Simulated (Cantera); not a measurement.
Charge: 1 mol Si, 0.14 mol H2O, 5.3 mol H2, equilibrated at 1548 K and 1 atm.

Equilibrium computed with Cantera from the NASA thermochemical tables; the gas is ideal and each condensed phase is pure. Candidate condensed phases: H2O, Si, SiO2; 18 gas species. Mutual solubility and eutectic melting of coexisting phases are not modelled. The tables hold silica as quartz up to 1696 K and as liquid above; real silica turns to tridymite and cristobalite and melts near 1996 K. The numbers say what is thermodynamically allowed, not how fast it happens.

Base state: H2 0.999, SiO 0.00119, H 3.06e-5 (mole fractions); condensed: Si(s) + SiO2(β-quartz).

Task: What changes in the equilibrium state with this change: Si replaced by TiO2?

Result: 
| species | before | after |
|---|---|---|
| H2 | 0.999 | 0.974 |
| H2O | 5.44e-6 | 0.0257 |
| H | 3.06e-5 | 3.02e-5 |
| SiO | 0.00119 | 0 |
| Si(s), mol | 0.927 | 0 |
| SiO2(β-quartz), mol | 0.0667 | 0 |
| TiO2(rutile), mol | 0 | 1.00 |
Gases not in the tables: TiO(OH)2. Further candidate phases: Ti, TiO, TiO2, Ti2O3, Ti3O5, Ti4O7.
